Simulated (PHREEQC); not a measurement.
A made-up water analysis in mg/L, 25 °C, pH 7.96, pe 9.2:

| constituent | mg/L |
|---|---|
| Na | 13.3 |
| K | 0.335 |
| Ca | 11 |
| Mg | 3.42 |
| Cl | 3.79 |
| S(6) as SO4 | 33.5 |
| Alkalinity as HCO3 | 15.1 |
| Pb | 0.842 |
| Br | 1.39 |

Valence states are taken as typed.

The numbers come from PHREEQC with the ion-association model, phreeqc.dat.

No solid was allowed to form.

Q: Order these Mg species by the share of Mg that they hold, largest first: MgHCO3+, MgSO4, Mg+2.

A: Mg+2 (95 %), MgSO4 (5.0 %), MgHCO3+ (0.22 %)

Q: Order these Pb species by the share of Pb that they hold, largest first: PbHCO3+, PbCO3, PbOH+, Pb+2, PbSO4.

A: PbCO3 (82 %), PbOH+ (9.2 %), Pb+2 (6.0 %), PbHCO3+ (0.93 %), PbSO4 (0.76 %)

The pH is 7.96 and the ionic strength 0.00193 mol/kgw. Saturation is exceeded, for instance for Pb(OH)2, Cerussite; the values hold only as long as no solid forms.
